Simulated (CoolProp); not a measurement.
Vapour pressure (bar) of hydrogen chloride: the reference equation beside estimates from Tc = 324.7 K, pc = 83.14 bar, ω = 0.130. Clausius-Clapeyron is anchored at 258.5 K with a constant enthalpy of vaporisation of 12.51 kJ/mol.

Values from CoolProp's reference Helmholtz-energy equation of state, Thol 2018.

```json
[
 {"T (K)": "235", "reference": "…", "Clausius-Clapeyron": "9.669", "Redlich-Kwong": "9.578"},
 {"T (K)": "240.9", "reference": "10.01", "Clausius-Clapeyron": "…", "Redlich-Kwong": "…"},
 {"T (K)": "246.8", "reference": "12.13", "Clausius-Clapeyron": "13.13", "Redlich-Kwong": "14.05"},
 {"T (K)": "252.6", "reference": "14.53", "Clausius-Clapeyron": "15.11", "Redlich-Kwong": "…"},
 {"T (K)": "258.5", "reference": "17.31", "Clausius-Clapeyron": "17.31", "Redlich-Kwong": "19.76"},
 {"T (K)": "264.4", "reference": "20.46", "Clausius-Clapeyron": "…", "Redlich-Kwong": "23.17"},
 {"T (K)": "270.3", "reference": "24.02", "Clausius-Clapeyron": "22.31", "Redlich-Kwong": "…"},
 {"T (K)": "276.1", "reference": "…", "Clausius-Clapeyron": "…", "Redlich-Kwong": "31.08"},
 {"T (K)": "282", "reference": "32.41", "Clausius-Clapeyron": "28.11", "Redlich-Kwong": "35.69"}
]
```

Task: What belongs in the gaps?

Result: 
- 235, reference: 8.177
- 240.9, Clausius-Clapeyron: 11.31
- 240.9, Redlich-Kwong: 11.66
- 252.6, Redlich-Kwong: 16.71
- 264.4, Clausius-Clapeyron: 19.71
- 270.3, Redlich-Kwong: 26.96
- 276.1, reference: 27.94
- 276.1, Clausius-Clapeyron: 25.08

Absolute difference from the reference over all 9 rows, mean and median: Clausius-Clapeyron 8.6 and 8.2 %, Redlich-Kwong 13.9 and 14.2 %.
